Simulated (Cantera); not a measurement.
An adiabatic, constant-volume homogeneous reactor starts with 11.2 % CH4, 18.7 % O2, 70.1 % N2, at 1673 K and 0.220 bar.

Computed with Cantera and GRI-Mech 3.0 (53 species, 325 reactions).

x: mole fraction; the columns are a selection and need not sum to one.

| t (s) | T (K) | P (bar) | x CH4 | x O2 | x O | x C2H6 | x H2 |
|---|---|---|---|---|---|---|---|
| 4.00e-6 | 1673 | 0.220 | 0.112 | 0.187 | 5.76e-8 | 3.76e-12 | 4.11e-7 |
| 7.86e-6 | 1673 | 0.220 | 0.112 | 0.187 | (withheld) | 3.67e-11 | (withheld) |
| 1.54e-5 | 1673 | 0.220 | 0.112 | 0.187 | 7.42e-8 | 3.32e-10 | 1.97e-6 |
| 3.03e-5 | 1673 | 0.220 | 0.112 | 0.187 | 8.99e-8 | 2.85e-9 | 4.12e-6 |
| 5.95e-5 | 1673 | 0.220 | 0.112 | 0.187 | (withheld) | (withheld) | (withheld) |
| 0.000117 | 1673 | 0.220 | 0.112 | 0.187 | 2.11e-7 | 2.26e-7 | 2.01e-5 |
| 0.000230 | 1673 | 0.220 | 0.112 | 0.187 | 4.59e-7 | 2.36e-6 | 5.64e-5 |
| 0.000451 | 1674 | 0.220 | 0.111 | 0.186 | 1.50e-6 | 3.14e-5 | 0.000268 |
| 0.000886 | 1764 | 0.234 | 0.0894 | 0.171 | 3.35e-5 | 0.000596 | 0.00933 |
| 0.00174 | 2828 | 0.409 | <1e-12 | 0.0154 | 0.0121 | <1e-12 | 0.0419 |
| 0.00342 | 2827 | 0.409 | <1e-12 | 0.0142 | 0.0113 | <1e-12 | 0.0425 |
| 0.00672 | 2825 | 0.408 | <1e-12 | 0.0139 | 0.0111 | <1e-12 | 0.0427 |
| 0.0132 | 2825 | 0.408 | <1e-12 | 0.0138 | 0.0111 | <1e-12 | 0.0427 |
| 0.0259 | 2825 | 0.408 | <1e-12 | 0.0138 | 0.0111 | <1e-12 | 0.0427 |
| 0.0509 | 2825 | 0.408 | <1e-12 | 0.0138 | 0.0111 | <1e-12 | 0.0427 |
| 0.100 | 2825 | 0.408 | <1e-12 | 0.0138 | 0.0111 | <1e-12 | 0.0427 |

### Question
Some entries are withheld; supply them.

### Answer

- 7.86e-6, x O: 6.66e-8
- 7.86e-6, x H2: 9.30e-7
- 5.95e-5, x O: 1.25e-7
- 5.95e-5, x C2H6: 2.46e-8
- 5.95e-5, x H2: 8.77e-6
